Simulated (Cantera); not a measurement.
Charge: 1 mol PbO, 0.051 mol O2, 9.7 mol H2, at 700 K and 2.70 bar.

Method: chemical equilibrium by Gibbs-energy minimisation in Cantera with the NASA 1993 tables (ideal gas, pure condensed phases). Candidate condensed phases: H2O, Pb, PbO, PbO2, Pb3O4; 12 gas species. The numbers say what is thermodynamically allowed, not how fast it happens.

Base state: H2 0.886, H2O 0.114 (mole fractions); condensed: Pb(l).

Task: What changes in the equilibrium state with this change: PbO replaced by Hg?

Result: 
| species | before | after |
|---|---|---|
| H2 | 0.886 | 0.897 |
| Hg | 0 | 0.0935 |
| H2O | 0.114 | 0.00953 |
| Pb(l), mol | 1.00 | 0 |
Further candidate phases: Hg, HgO.
